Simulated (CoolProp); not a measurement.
The fluid at 293.15 K and 0.147 MPa is throttled through a valve to 0.0848 MPa with no heat exchange. The same conditions are run with several fluids, on thermodynamics alone (safety and materials aside).

The numbers come from the reference Helmholtz-energy equation of state of each fluid (hexamethyldisiloxane (MM): Thol 2016; propylene glycol: Eisenbach 2021; dodecamethylcyclohexasiloxane (D6): Colonna 2008; octamethyltrisiloxane (MDM): Thol 2017; n-nonane: Lemmon 2006) in CoolProp.

| fluid | final density (kg/m³) |
|---|---|
| hexamethyldisiloxane (MM) | 765 |
| propylene glycol | 1040 |
| dodecamethylcyclohexasiloxane (D6) | 974 |
| octamethyltrisiloxane (MDM) | 820 |
| n-nonane | 718 |
